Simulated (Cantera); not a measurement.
An isothermal, constant-pressure homogeneous reactor starts with 0.366 % CO, 2.98 % O₂, 0.433 % H₂O, 96.2 % N₂, equivalence ratio 0.061, at 1250 K and 930000 Pa.

Cantera simulation using GRI-Mech 3.0 (53 species, 325 reactions); the numbers are that mechanism's predictions, not measurements.

One state of this run: x CO = 2.51e-5; x O₂ = 0.0281; x H₂O = 0.00434; x HO₂ = 1.56e-7; x H₂ = 3.25e-8; x NO = 3.37e-8. x: mole fraction; the columns are a selection and need not sum to one.

Task: Which value of t (s) does it belong to?
A. 0.134
B. 90.0
C. 3.47
D. 0.0264

Result: A, 0.134
